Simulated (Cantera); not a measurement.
A closed system holds: 1 mol CH₃Cl, 0.16 mol HCl, equilibrated at 600 °C and 12.8 Torr.

These are equilibrium values from Cantera (NASA tables, ideal gas, pure condensed phases), not measurements of a reactor. Candidate condensed phases: C, C₆H₆, C₇H₈, C₈H₁₈; 91 gas species. Kinetics and transport are ignored.

Base state: HCl 0.538, H₂ 0.460, CH₄ 0.00162 (mole fractions); condensed: C(graphite).

What changes in the equilibrium state with this change: HCl from 0.16 to 2.3 mol?


```json
[
 {"species": "HCl", "before": "0.538", "after": "0.768"},
 {"species": "H₂", "before": "0.460", "after": "0.232"},
 {"species": "CH₄", "before": "0.00162", "after": "0.000410"},
 {"species": "C(graphite), mol", "before": "0.997", "after": "0.998"}
]
```

What changes in the equilibrium state with this change: pressure from 12.8 Torr to 75.0 Torr?


```tsv
species	before	after
HCl	0.538	0.542
H₂	0.460	0.449
CH₄	0.00162	0.00905
C(graphite), mol	0.997	0.981
```
